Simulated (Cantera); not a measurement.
## Ignition delay

Mixture: 14.7 % H₂, 17.9 % O₂, 67.4 % N₂, equivalence ratio 0.41, at 5630 Torr, adiabatic and at constant pressure. Ignition delay is the time to a rise of 400 K.

Model: the H2/O2 subset of GRI-Mech 3.0, which has no nitrogen chemistry, integrated in Cantera. The hydrogen kinetics of GRI-Mech 3.0 are dated; newer H2 mechanisms differ, most at raised pressure. Where the delays flatten at high temperature, the 400 K rule measures the pace of heat release, not the induction time.

| T0 (K) | delay (ms) |
|---|---|
| 1298 | 0.00613 |
| 1348 | 0.00440 |
| 1398 | 0.00341 |
| 1448 | 0.00277 |
| 1498 | 0.00234 |
| 1548 | 0.00203 |
| 1598 | 0.00181 |
| 1648 | 0.00164 |
| 1698 | 0.00152 |
